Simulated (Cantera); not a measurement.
Feed: 1 mol Si₂H₆, 10 mol H₂O, 1.1 mol N₂, held at 1348.15 K and 13300 Pa.

Cantera equilibrium calculation (NASA polynomials, part measured and part estimated; ideal gas, pure solids and liquids). Candidate condensed phases: H₂O, Si, SiO₂, Si₂N₂O, Si₃N₄; 35 gas species. The feed counts by its element totals alone. The tables hold silica as quartz up to 1696 K and as liquid above; real silica turns to tridymite and cristobalite and melts near 1996 K. Gases not in the tables: Si(OH)₄. Kinetics and transport are ignored.

Base state: H₂ 0.496, H₂O 0.426, N₂ 0.0780 (mole fractions); condensed: SiO₂(β-quartz).

What changes in the equilibrium state with this change: Si₂H₆ replaced by SiH₂Cl₂?


```
species              before   after
-------------------  ------  ------
H₂O                   0.426   0.611
H₂                    0.496   0.153
HCl                       0   0.153
N₂                   0.0780  0.0840
SiO₂(β-quartz), mol    2.00    1.00
```
Further candidate phases: NH₄Cl.
